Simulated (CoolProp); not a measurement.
A closed Brayton cycle with carbon dioxide: compressor inlet 330.15 K and 9.1 MPa, high pressure 19 MPa, turbine inlet 755 K, compressor efficiency 0.85, turbine efficiency 0.9, recuperator effectiveness 0 (on enthalpy, no pinch check). Each further row changes one setting.

Values from CoolProp's reference Helmholtz-energy equation of state, Span 1996.

| case | thermal efficiency (%) | net work (kJ/kg) | compressor to turbine work | compressor exit (K) | turbine exit (K) |
|---|---|---|---|---|---|
| as stated | 11.1 | 53.4 | 0.40 | 390.3 | 670.6 |
| turbine inlet 705 K | 11.0 | 46.5 | 0.44 | 390.3 | 623.7 |
| compressor inlet 340.15 K | 10.7 | 48.5 | 0.46 | 405.2 | 670.6 |
| high pressure 16.1 MPa | 8.8 | 43.4 | 0.38 | 376.5 | 689.3 |
| recuperator effectiveness 0.5 | 16.7 | 53.4 | 0.40 | 390.3 | 670.6 |
